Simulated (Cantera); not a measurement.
A freely propagating, adiabatic, planar premixed flame of 41.6 % H2, 12.2 % O2, 46.2 % N2, equivalence ratio 1.7, unburnt at 600 K and 1.00 bar; mixture-averaged transport, grid criteria slope 0.08 and curve 0.16, no radiation.

Computed with Cantera and the H2/O2 subset of GRI-Mech 3.0, which has no nitrogen chemistry. Burning velocities carry a grid error of a few per cent, more on coarse grids.

### Question
Predict: laminar burning velocity; thermal thickness; peak x(HO2); peak x(H2O2); peak x(OH).

### Answer
| Property | Value |
|---|---|
| laminar burning velocity | 909 cm/s |
| thermal thickness | 0.452 mm |
| peak x(HO2) | 0.000265 |
| peak x(H2O2) | 9.72e-6 |
| peak x(OH) | 0.00877 |
